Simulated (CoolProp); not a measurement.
Computed with CoolProp (reference Helmholtz-energy equation of state, Tillner-Roth 1994).

For R134a, give the phase and the density (kg/m³), cp (kJ/(kg K)), expansivity (1/kK), viscosity (µPa s) at 341.4 K and 2660 kPa; 341.4 K and 4950 kPa.


- 341.4 K and 2660 kPa: liquid; density 1020, cp 1.72, expansivity 6.20, viscosity 113
- 341.4 K and 4950 kPa: liquid; density 1050, cp 1.60, expansivity 4.83, viscosity 123

Viscosity comes from a separate model (Huber 2003), an estimate that may be off by 10 % or more.
